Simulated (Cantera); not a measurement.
A perfectly stirred reactor is fed with CH4 : N2 = 1 : 41 (molar parts), at 0.0263 atm; it is held at 1550 K, and followed from long to short residence time.

Detailed kinetics in Cantera: GRI-Mech 3.0 (53 species, 325 reactions). GRI-Mech 3.0 stops at C3 and has no aromatics, soot or wall deposition, so with more carbon than oxygen in the feed, carbon stays in small species such as C2H2 where larger ones or solid carbon would form. Radical loss at walls, strong at low pressure, is not modelled.

**Question.** What does this change do: pressure from 0.0263 atm to 1.00 atm?

**Answer.** 
```tsv
quantity	before	after
x(CH4) at τ = 24.0 s	0.00427	0.00235
x(HCN) at τ = 24.0 s	2.41e-6	5.45e-7
x(C2H) at τ = 24.0 s	1.72e-8	4.41e-9
x(CH3) at τ = 24.0 s	6.09e-5	7.92e-6
x(H) at τ = 24.0 s	2.04e-5	5.23e-6
x(CH4) at τ = 33.0 ms	0.0238	0.0211
x(HCN) at τ = 33.0 ms	1.72e-12	2.43e-9
x(C2H) at τ = 33.0 ms	1.63e-12	5.26e-10
x(CH3) at τ = 33.0 ms	3.53e-5	8.77e-5
x(H) at τ = 33.0 ms	5.69e-8	8.60e-7
```
